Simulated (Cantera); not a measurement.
## PbO + O2 + H2 (iron carbonyl, mercury and lead vapours)

A closed system holds: 1 mol PbO, 0.017 mol O2, 17 mol H2, held at 0.610 bar.

Equilibrium computed with Cantera from the NASA thermochemical tables; the gas is ideal and each condensed phase is pure. Candidate condensed phases: H2O, Pb, PbO, PbO2, Pb3O4; 12 gas species. Kinetics and transport are ignored.

```
T (K)   x H2   x H2O  n Pb(s)  n Pb(l)
-----  -----  ------  -------  -------
523    0.939  0.0608     1.00        0
548    0.939  0.0608     1.00        0
573    0.939  0.0608     1.00        0
598    0.939  0.0608     1.00        0
623    0.939  0.0608        0     1.00
648    0.939  0.0608        0     1.00
673    0.939  0.0608        0     1.00
```
x: gas mole fraction; n: condensed amount in mol.

From 523 K to 598 K the condensed part is Pb(s). From 623 K to 673 K the condensed part is Pb(l).
